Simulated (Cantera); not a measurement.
An adiabatic, constant-volume homogeneous reactor starts with 10.5 % H₂, 12.2 % O₂, 70.7 % N₂, 6.61 % H₂O, at 1048 K and 4.93 atm.

Computed with Cantera and the H2/O2 subset of GRI-Mech 3.0, which has no nitrogen chemistry. The hydrogen kinetics of GRI-Mech 3.0 are dated; newer H2 mechanisms differ, most at raised pressure.

Q: Predict: time of steepest temperature rise; temperature at 0.200 s; equilibrium temperature; x(H₂) at 0.200 s; x(O₂) at 0.200 s; x(H₂O) at 0.200 s; x(O) at 0.200 s; x(H₂O₂) at 0.200 s; x(OH) at 0.200 s; x(HO₂) at 0.200 s.

A: 
* **time of steepest temperature rise**: 7.81 ms
* **temperature at 0.200 s**: 1979 K
* **equilibrium temperature**: 1979 K
* **x(H₂) at 0.200 s**: 5.50e-5 (gas-phase equilibrium 5.50e-5)
* **x(O₂) at 0.200 s**: 0.0728 (gas-phase equilibrium 0.0728)
* **x(H₂O) at 0.200 s**: 0.180 (gas-phase equilibrium 0.180)
* **x(O) at 0.200 s**: 5.14e-5 (gas-phase equilibrium 5.14e-5)
* **x(H₂O₂) at 0.200 s**: 2.51e-7 (gas-phase equilibrium 2.51e-7)
* **x(OH) at 0.200 s**: 0.00110 (gas-phase equilibrium 0.00110)
* **x(HO₂) at 0.200 s**: 2.72e-6 (gas-phase equilibrium 2.72e-6)
